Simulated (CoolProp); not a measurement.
Properties of R141b along the isotherm 226.85 °C.

Model: reference Helmholtz-energy equation of state, Lemmon 2006, in CoolProp. It is a short technical equation, of lower accuracy than the large ones.

```tsv
p (bar)	phase	Joule-Thomson coefficient (K/MPa)	expansivity (1/kK)
19.1	gas	9.677	?
38.3	gas	12.73	?
57.4	supercritical	?	?
76.6	supercritical	2.831	9.520
95.7	supercritical	1.555	5.873
115	supercritical	1.013	4.478
134	supercritical	?	3.732
153	supercritical	0.5137	3.251
172	supercritical	0.3730	2.911
191	supercritical	0.2671	2.654
211	supercritical	?	2.444
```

What belongs in the gaps?


- 19.1, expansivity (1/kK): 3.324
- 38.3, expansivity (1/kK): 7.851
- 57.4, Joule-Thomson coefficient (K/MPa): 9.558
- 57.4, expansivity (1/kK): 34.01
- 134, Joule-Thomson coefficient (K/MPa): 0.7112
- 211, Joule-Thomson coefficient (K/MPa): 0.1803
